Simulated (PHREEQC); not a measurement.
Synthetic water in mg/kgw, 25 °C, pH 8.07, pe 9.5: Na 2000; K 46.4; Ca 194; Mg 247; Cl 2640; S(6) as SO4 2240; Alkalinity as HCO3 0.233; Li 25.1; Br 5.02; Ni 2.12.

Valence states are taken as typed.

All values are PHREEQC results (ion-association model, wateq4f.dat), not measurements.

| Quantity | Value |
|---|---|
| ionic strength | 0.137 mol/kgw |
| charge-balance error | 0.3 % |

| species | molality | activity | log γ |
|---|---|---|---|
| Na+ | 0.0847 | 0.0647 | -0.117 |
| Cl- | 0.0745 | 0.0552 | -0.130 |
| SO4-2 | 0.0163 | 0.00547 | -0.475 |
| Mg+2 | 0.00692 | 0.00260 | -0.425 |
| Li+ | 0.00353 | 0.00275 | -0.109 |
| Ca+2 | 0.00351 | 0.00126 | -0.447 |
| MgSO4 | 0.00323 | 0.00334 | 0.014 |
| NaSO4- | 0.00231 | 0.00177 | -0.114 |
| CaSO4 | 0.00133 | 0.00137 | 0.014 |
| K+ | 0.00114 | 0.000848 | -0.130 |
| LiSO4- | 8.59e-5 | 6.56e-5 | -0.117 |
| Br- | 6.28e-5 | 4.80e-5 | -0.117 |
| KSO4- | 4.23e-5 | 3.26e-5 | -0.114 |

This is a speciation only: nothing precipitates in the calculation. Examples of supersaturated solids here: Ni(OH)2. Others may be too. Species that the database lacks are ignored.
